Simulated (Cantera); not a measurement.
A closed system holds: 1 mol CCl₄, 0.13 mol Si, 1 mol H₂, held at 1025 °C and 0.310 bar.

Equilibrium computed with Cantera from the NASA thermochemical tables; the gas is ideal and each condensed phase is pure. Candidate condensed phases: C, C₆H₆, C₇H₈, C₈H₁₈, Si, SiC; 109 gas species. Equilibrium is a limit: real reactors are often held back by kinetics, nucleation or transport.

Base state: HCl 0.693, Cl₂ 0.251, SiCl₄ 0.0450, Cl 0.0110, CCl₄ 1.17e-5 (mole fractions); condensed: C(graphite).

Q: What changes in the equilibrium state with this change: CCl₄ replaced by CF₄?

A: 
| species | before | after |
|---|---|---|
| HF | 0 | 0.800 |
| CF₄ | 0 | 0.148 |
| SiF₄ | 0 | 0.0520 |
| HCl | 0.693 | 0 |
| Cl₂ | 0.251 | 0 |
| SiCl₄ | 0.0450 | 0 |
| Cl | 0.0110 | 0 |
| CCl₄ | 1.17e-5 | 0 |
| C(graphite), mol | 1.000 | 0.630 |
Gases not in the tables: C₂F₆ and larger saturated fluorocarbons.

Q: What changes in the equilibrium state with this change: temperature from 1025 °C to 3052 °C?

A: 
| species | before | after |
|---|---|---|
| Cl | 0.0110 | 0.576 |
| HCl | 0.693 | 0.210 |
| H | <1e-9 | 0.119 |
| Cl₂ | 0.251 | 0.000411 |
| C₃ | <1e-9 | 0.0226 |
| SiC₂ | <1e-9 | 0.0102 |
| H₂ | 1.06e-8 | 0.0290 |
| SiCl₄ | 0.0450 | 2.13e-7 |
| Si | <1e-9 | 0.00690 |
| SiCl₂ | <1e-9 | 0.00585 |
| C(graphite), mol | 1.000 | 0.390 |
The tables' values for SiCl, CCl, SiCl₃ are old estimates; treat these amounts as uncertain.

Q: What changes in the equilibrium state with this change: H₂ from 1 to 14 mol?

A: 
```json
[
 {"species": "H₂", "before": "1.06e-8", "after": "0.768"},
 {"species": "HCl", "before": "0.693", "after": "0.222"},
 {"species": "SiCl₄", "before": "0.0450", "after": "0.00616"},
 {"species": "Cl₂", "before": "0.251", "after": "<1e-9"},
 {"species": "Cl", "before": "0.0110", "after": "4.12e-7"},
 {"species": "CH₄", "before": "<1e-9", "after": "0.00146"},
 {"species": "SiHCl₃", "before": "<1e-9", "after": "0.000963"},
 {"species": "SiCl₂", "before": "<1e-9", "after": "0.000408"},
 {"species": "SiH₂Cl₂", "before": "<1e-9", "after": "2.12e-5"},
 {"species": "CCl₄", "before": "1.17e-5", "after": "<1e-9"},
 {"species": "C(graphite), mol", "before": "1.000", "after": "0.977"}
]
```
The tables' values for SiCl₃ are old estimates; treat these amounts as uncertain.
